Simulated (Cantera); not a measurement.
## Dilute partial oxidation

An isothermal, constant-pressure homogeneous reactor starts with 0.338 % CH₃OH, 0.249 % O₂, 99.4 % N₂, equivalence ratio 2.0, at 1073 K and 5.00 bar.

Cantera simulation using GRI-Mech 3.0 (53 species, 325 reactions); the numbers are that mechanism's predictions, not measurements. GRI-Mech 3.0 was tuned for natural gas; its chemistry of methanol as a main component is partial and can be far from experiment.

| t (s) | x CH₃OH | x O₂ | x H₂O | x C₂H | x NO |
|---|---|---|---|---|---|
| 0.000300 | 0.00338 | 0.00249 | 2.25e-9 | <1e-12 | <1e-12 |
| 0.000766 | 0.00338 | 0.00249 | 5.76e-9 | <1e-12 | <1e-12 |
| 0.00195 | 0.00338 | 0.00249 | 1.48e-8 | <1e-12 | <1e-12 |
| 0.00499 | 0.00338 | 0.00249 | 3.89e-8 | <1e-12 | <1e-12 |
| 0.0127 | 0.00338 | 0.00249 | 1.16e-7 | <1e-12 | <1e-12 |
| 0.0325 | 0.00338 | 0.00248 | 5.79e-7 | <1e-12 | <1e-12 |
| 0.0830 | 0.00335 | 0.00248 | 1.40e-5 | <1e-12 | <1e-12 |
| 0.212 | 2.59e-11 | 2.18e-5 | 0.00447 | <1e-12 | 5.39e-10 |
| 0.541 | 6.53e-12 | 4.47e-7 | 0.00445 | <1e-12 | 2.67e-10 |
| 1.38 | 2.20e-12 | 6.84e-8 | 0.00442 | <1e-12 | 1.23e-10 |
| 3.53 | <1e-12 | 1.42e-8 | 0.00440 | <1e-12 | 6.15e-11 |
| 9.00 | <1e-12 | 3.26e-9 | 0.00439 | <1e-12 | 3.22e-11 |
x: mole fraction; the columns are a selection and need not sum to one.

Equilibrium at this temperature and pressure: CH₃OH <1e-12, O₂ <1e-12, H₂O 0.00325, C₂H <1e-12, NO <1e-12 (gas phase only).
